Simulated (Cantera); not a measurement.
Input (Python, Cantera) and output of one run.

```python
import numpy as np
import cantera as ct

gas_names = [...]  # 136 gases of nasa_gas.yaml made of C, H, N, O
cond_names = """
    C(gr) C6H6(L) C7H8(L) C8H18(L),n-octa H2O(s) H2O(L)
""".split()


# ... load() reads the species with a 1 bar reference pressure and builds the phases ...
atoms = {
    'CH4': {'C': 1, 'H': 4},
    'O2': {'O': 2},
    'N2': {'N': 2},
}
top_T = {'C(gr)': 4500}  # K; cautious upper limits of use, not melting points


# ... equilibrate(T, P, feed) seeds the gas with the atoms and calls Mixture.equilibrate('TP', solver="vcs", rtol=1e-11, max_steps=5000) ...
results = []
feed = {'CH4': 1, 'O2': 1.9, 'N2': 1.5}  # mol
T = 950  # K
P = 1333.22  # Pa
mix = equilibrate(T, P, feed)
results.append((T, P, feed, dict(zip(mix.species_names, mix.species_moles))))
x = sorted(zip(gas.X, gas.species_names), reverse=True)
print(f"T = {T:g} K  P = {P:g} Pa  gas = {mix.phase_moles(0):.4g} mol")
print("   x: " + "  ".join(f"{s} {v:.3e}" for v, s in x if v > 1e-06))
print("   condensed (mol): " + ("  ".join(f"{mix.phase(i).name} {mix.phase_moles(i):.4g}"
      for i in range(1, mix.n_phases) if mix.phase_moles(i) > 1e-12) or "none"))
```

Output:

```
T = 950 K  P = 1333.22 Pa  gas = 4.5 mol
   x: H2O 4.100e-01  N2 3.333e-01  CO2 2.123e-01  H2 3.448e-02  CO 9.964e-03
   condensed (mol): none
```

Method: chemical equilibrium by Gibbs-energy minimisation in Cantera with the NASA 1993 tables (ideal gas, pure condensed phases).
